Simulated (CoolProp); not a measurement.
Hexamethyldisiloxane (MM) at several states: Z from the reference equation and from simpler models built on Tc = 245.6 °C, pc = 1931 kPa, ω = 0.418; each cubic takes its own stable root.

Computed with CoolProp (reference Helmholtz-energy equation of state, Thol 2016).

```tsv
T (°C)	p (kPa)	phase	reference	van der Waals	Redlich-Kwong	Soave-Redlich-Kwong
186.55	2390	liquid	___	___	0.2087	0.1965
156.25	12.4	gas	0.9956	0.9970	0.9963	0.9958
-3.75	722	liquid	0.06622	0.1104	0.07466	___
176.65	87.8	gas	0.9727	0.9807	___	0.9741
163.35	380	gas	0.8533	0.9037	___	___
```

Task: What belongs in the gaps?

Result: 
- 186.55, reference: 0.1791
- 186.55, van der Waals: 0.2802
- -3.75, Soave-Redlich-Kwong: 0.07176
- 176.65, Redlich-Kwong: 0.9764
- 163.35, Redlich-Kwong: 0.8797
- 163.35, Soave-Redlich-Kwong: 0.8640
